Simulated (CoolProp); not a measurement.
Model: reference Helmholtz-energy equation of state, Platzer 1990, in CoolProp. This equation is an older, rougher fit; its heat capacities, sound speeds and derivatives of the liquid may be far off and weren't checked against measurements.

Give the vapour pressure (kPa), liquid density (kg/m³), enthalpy of vaporisation (kJ/kg), vapour Z of saturated R13 at 159.5 K.


```json
[
 {"T (K)": "159.5", "p (kPa)": "12.1", "liquid density (kg/m³)": "1640", "enthalpy of vaporisation (kJ/kg)": "163", "vapour Z": "0.991"}
]
```
